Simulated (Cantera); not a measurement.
Input: 1 mol Fe(CO)₅, 1.2 mol H₂, equilibrated at 1.33 mbar.

Cantera equilibrium calculation (NASA polynomials, part measured and part estimated; ideal gas, pure solids and liquids). Candidate condensed phases: C, C₆H₆, C₇H₈, C₈H₁₈, Fe, Fe(CO)₅, FeO, Fe(OH)₂, Fe(OH)₃, Fe₂O₃, Fe₃O₄, H₂O; 114 gas species. Condensed phases not in the tables: cementite and carbon dissolved in iron. The numbers say what is thermodynamically allowed, not how fast it happens.

x: gas mole fraction; n: condensed amount in mol.

```json
[
 {"T (K)": "948", "x CO": "0.805", "x H₂": "0.194", "x CO₂": "0.00151", "x Fe": "<1e-12", "x H": "6.32e-9", "x H₂O": "0.000201", "x CH₄": "8.58e-6", "n C(graphite)": "0.0105", "n Fe(α)": "1.00", "n Fe(γ)": "0"},
 {"T (K)": "998", "x CO": "0.806", "x H₂": "0.194", "x CO₂": "[?]", "x Fe": "[?]", "x H": "[?]", "x H₂O": "[?]", "x CH₄": "[?]", "n C(graphite)": "[?]", "n Fe(α)": "1.00", "n Fe(γ)": "0"},
 {"T (K)": "1048", "x CO": "0.806", "x H₂": "0.194", "x CO₂": "0.000192", "x Fe": "1.05e-10", "x H": "9.31e-8", "x H₂O": "3.89e-5", "x CH₄": "2.92e-6", "n C(graphite)": "0.00141", "n Fe(α)": "1.00", "n Fe(γ)": "0"},
 {"T (K)": "1098", "x CO": "0.806", "x H₂": "0.194", "x CO₂": "7.91e-5", "x Fe": "8.73e-10", "x H": "2.98e-7", "x H₂O": "1.91e-5", "x CH₄": "1.83e-6", "n C(graphite)": "0.000598", "n Fe(α)": "1.00", "n Fe(γ)": "0"},
 {"T (K)": "1148", "x CO": "0.806", "x H₂": "0.194", "x CO₂": "3.53e-5", "x Fe": "5.99e-9", "x H": "8.63e-7", "x H₂O": "1.00e-5", "x CH₄": "1.19e-6", "n C(graphite)": "0", "n Fe(α)": "1.00", "n Fe(γ)": "0"},
 {"T (K)": "1198", "x CO": "0.806", "x H₂": "0.194", "x CO₂": "1.69e-5", "x Fe": "3.48e-8", "x H": "2.29e-6", "x H₂O": "5.52e-6", "x CH₄": "8.01e-7", "n C(graphite)": "0", "n Fe(α)": "0", "n Fe(γ)": "1.00"},
 {"T (K)": "1248", "x CO": "0.806", "x H₂": "0.194", "x CO₂": "8.56e-6", "x Fe": "1.75e-7", "x H": "5.63e-6", "x H₂O": "3.20e-6", "x CH₄": "5.57e-7", "n C(graphite)": "0", "n Fe(α)": "0", "n Fe(γ)": "1.000"},
 {"T (K)": "1298", "x CO": "0.806", "x H₂": "0.194", "x CO₂": "4.59e-6", "x Fe": "7.73e-7", "x H": "1.29e-5", "x H₂O": "1.93e-6", "x CH₄": "3.98e-7", "n C(graphite)": "0", "n Fe(α)": "0", "n Fe(γ)": "1.000"},
 {"T (K)": "1348", "x CO": "0.806", "x H₂": "0.194", "x CO₂": "2.58e-6", "x Fe": "3.06e-6", "x H": "2.79e-5", "x H₂O": "1.21e-6", "x CH₄": "2.91e-7", "n C(graphite)": "0", "n Fe(α)": "0", "n Fe(γ)": "1.000"},
 {"T (K)": "1398", "x CO": "0.806", "x H₂": "0.194", "x CO₂": "1.52e-6", "x Fe": "1.09e-5", "x H": "5.70e-5", "x H₂O": "7.88e-7", "x CH₄": "2.18e-7", "n C(graphite)": "0", "n Fe(α)": "0", "n Fe(γ)": "1.000"},
 {"T (K)": "1448", "x CO": "0.806", "x H₂": "0.193", "x CO₂": "[?]", "x Fe": "[?]", "x H": "[?]", "x H₂O": "5.89e-7", "x CH₄": "[?]", "n C(graphite)": "0", "n Fe(α)": "0", "n Fe(γ)": "1.000"},
 {"T (K)": "1498", "x CO": "0.806", "x H₂": "0.193", "x CO₂": "9.15e-7", "x Fe": "0.000108", "x H": "0.000207", "x H₂O": "5.66e-7", "x CH₄": "8.28e-8", "n C(graphite)": "0", "n Fe(α)": "0", "n Fe(γ)": "0.999"},
 {"T (K)": "1548", "x CO": "0.806", "x H₂": "0.193", "x CO₂": "8.19e-7", "x Fe": "0.000302", "x H": "0.000371", "x H₂O": "5.47e-7", "x CH₄": "4.76e-8", "n C(graphite)": "0", "n Fe(α)": "0", "n Fe(γ)": "0.998"},
 {"T (K)": "1598", "x CO": "0.806", "x H₂": "0.193", "x CO₂": "7.40e-7", "x Fe": "0.000792", "x H": "0.000640", "x H₂O": "5.31e-7", "x CH₄": "2.82e-8", "n C(graphite)": "0", "n Fe(α)": "0", "n Fe(γ)": "0.995"}
]
```

Question: Some entries are withheld; supply them.

Answer: 
- 998, x CO₂: 0.000512
- 998, x Fe: 1.01e-11
- 998, x H: 2.59e-8
- 998, x H₂O: 8.49e-5
- 998, x CH₄: 4.87e-6
- 998, n C(graphite): 0.00367
- 1448, x CO₂: 1.04e-6
- 1448, x Fe: 3.58e-5
- 1448, x H: 0.000111
- 1448, x CH₄: 1.49e-7
